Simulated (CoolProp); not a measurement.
Vapour-liquid equilibrium of carbon dioxide (1) + propylene (2) at 1.65 °C; x and y are mole fractions of (1).

Model: multi-fluid Helmholtz-energy mixture model, Span 1996 and Lemmon 2013; pair parameters Bell 2016, in CoolProp.

```csv
x,"bubble pressure, mixture model (MPa)","bubble pressure, Raoult's law (MPa)","y, mixture model","y, Raoult's law"
0.05,0.8373,0.7647,0.270,0.238
0.15,1.257,1.067,0.526,0.512
0.25,1.630,1.370,0.648,0.664
0.35,1.959,1.673,0.721,0.762
0.45,2.249,1.975,0.772,0.829
0.55,2.512,2.278,0.813,0.879
0.65,2.761,2.581,0.850,0.917
0.75,3.005,2.883,0.887,0.947
0.85,3.254,3.186,0.926,0.971
0.95,3.510,3.489,0.973,0.991
```

The largest gap from Raoult's law is +19.0 % in bubble pressure, at x = 0.25. No azeotrope shows between x = 0.05 and 0.95.

The pair parameters rest on a limited set of measurements; away from them the model extrapolates.
